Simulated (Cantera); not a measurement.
Cantera with NASA thermochemical tables; ideal gases at 1 bar, condensed phases pure. Values are per mole of reaction as written; species without (g) are pure solids or liquids, kept so even where they would boil at 1 bar.

1.143 Ti + O₂(g) ⇌ 0.2857 Ti₄O₇, with ΔH° = -972.7 kJ and ΔS° = -183.5 J/K at 300 K.

**Question.** How far is the shortcut ΔG° ≈ ΔH°(300 K) − T·ΔS°(300 K) from the full temperature-dependent value at 1325, 1375, 1425, 1475, 1525, 1575, 1625 K?

**Answer.** 
```
T (K)  shortcut (kJ)  full (kJ)  difference (kJ)  difference in log10 K  condensed phases
-----  -------------  ---------  ---------------  ---------------------  ----------------
1325          -729.7     -738.2              8.6                  -0.34   Ti(β), Ti₄O₇(s)
1375          -720.5     -729.7              9.2                  -0.35   Ti(β), Ti₄O₇(s)
1425          -711.3     -721.1              9.8                  -0.36   Ti(β), Ti₄O₇(s)
1475          -702.1     -712.6             10.5                  -0.37   Ti(β), Ti₄O₇(s)
1525          -693.0     -704.2             11.2                  -0.38   Ti(β), Ti₄O₇(s)
1575          -683.8     -695.7             11.9                  -0.40   Ti(β), Ti₄O₇(s)
1625          -674.6     -687.3             12.7                  -0.41   Ti(β), Ti₄O₇(s)
```
The shortcut ignores heat capacities and the phase changes listed.
